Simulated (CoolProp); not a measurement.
Values from CoolProp's reference Helmholtz-energy equation of state, Lemmon 2006. It is a short technical equation, of lower accuracy than the large ones.

Task: Give the vapour pressure (kPa), liquid density (kg/m³), vapour density (kg/m³), enthalpy of vaporisation (kJ/kg) of saturated carbonyl sulfide at 282.3, 308.8, 324.7 K.

Result: 
```json
[
 {"T (K)": "282.3", "p (kPa)": "846", "liquid density (kg/m³)": "1030", "vapour density (kg/m³)": "24.7", "enthalpy of vaporisation (kJ/kg)": "262"},
 {"T (K)": "308.8", "p (kPa)": "1650", "liquid density (kg/m³)": "958", "vapour density (kg/m³)": "48.2", "enthalpy of vaporisation (kJ/kg)": "232"},
 {"T (K)": "324.7", "p (kPa)": "2350", "liquid density (kg/m³)": "905", "vapour density (kg/m³)": "70.0", "enthalpy of vaporisation (kJ/kg)": "211"}
]
```
